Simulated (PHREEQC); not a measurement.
Solution (65 °C): 0.2 mol/kgw HF and 0.0015 mol/kgw CsF. Closed to the air; pH follows from the charge balance.

Model: ion-association model, wateq4f.dat, run in PHREEQC.

Each row changes one thing in this solution. This is a speciation only: nothing precipitates in the calculation.

| case | pH | ionic strength (mol/kgw) | HF (mol/kgw) | H2F2 (mol/kgw) | F- (mol/kgw) | HF2- (mol/kgw) |
|---|---|---|---|---|---|---|
| as made | 2.07 | 0.0109 | 0.158 | 0.0139 | 0.00644 | 0.00449 |
| diluted 5-fold with water | 2.47 | 0.00391 | [?] | 0.000664 | 0.00340 | 0.000516 |
| CsF from 0.0015 to 0.00225 mol/kgw | 2.08 | 0.0114 | 0.158 | 0.0140 | [?] | 0.00467 |
| CsF left out | 2.04 | 0.0101 | 0.158 | 0.0139 | [?] | 0.00415 |
| CsF from 0.0015 to 0.015 mol/kgw | [?] | 0.0204 | 0.158 | 0.0140 | 0.0120 | 0.00839 |
| CsF replaced by Na2SiF6 at the same molality | 2.04 | 0.0148 | 0.158 | 0.0139 | 0.00607 | 0.00422 |

### Question
Some entries are withheld; supply them.

### Answer

- diluted 5-fold with water, HF (mol/kgw): 0.0345
- CsF from 0.0015 to 0.00225 mol/kgw, F- (mol/kgw): 0.00670
- CsF left out, F- (mol/kgw): 0.00596
- CsF from 0.0015 to 0.015 mol/kgw, pH: 2.32

wateq4f.dat counts part of the HF as a dimer, H2F2, which phreeqc.dat doesn't know; its constant is uncertain. Constants without temperature data keep their 25 °C values here. SiF6-2 is the database's only silicon fluoride.
